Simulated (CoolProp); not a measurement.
Vapour-liquid equilibrium of ethanol (1) + toluene (2) at 467 kPa; x and y are mole fractions of (1).

Computed with CoolProp (multi-fluid Helmholtz-energy mixture model, Schroeder 2014 and Lemmon 2006; pair parameters Bell 2016).

| x | bubble temperature, mixture model (°C) | bubble temperature, Raoult's law (°C) | y, mixture model | y, Raoult's law |
|---|---|---|---|---|
| 0.05 | 157.1 | 168.5 | … | 0.164 |
| 0.2 | … | 154.8 | 0.613 | 0.475 |
| 0.35 | 129.6 | 145.4 | 0.695 | 0.655 |
| 0.5 | 126.9 | 138.4 | 0.739 | 0.775 |
| 0.65 | 125.0 | 132.8 | 0.783 | 0.863 |
| 0.8 | … | 128.1 | 0.846 | 0.930 |
| 0.95 | 122.9 | 124.2 | 0.952 | 0.984 |

### Question
Fill in the missing entries.

### Answer

- 0.05, y, mixture model: 0.315
- 0.2, bubble temperature, mixture model (°C): 136.0
- 0.8, bubble temperature, mixture model (°C): 123.6

The largest gap from Raoult's law is -18.8 K in bubble temperature, at x = 0.2. No azeotrope shows between x = 0.05 and 0.95.

Pair parameters are fitted to limited data, so mixtures are less certain than the pure fluids.
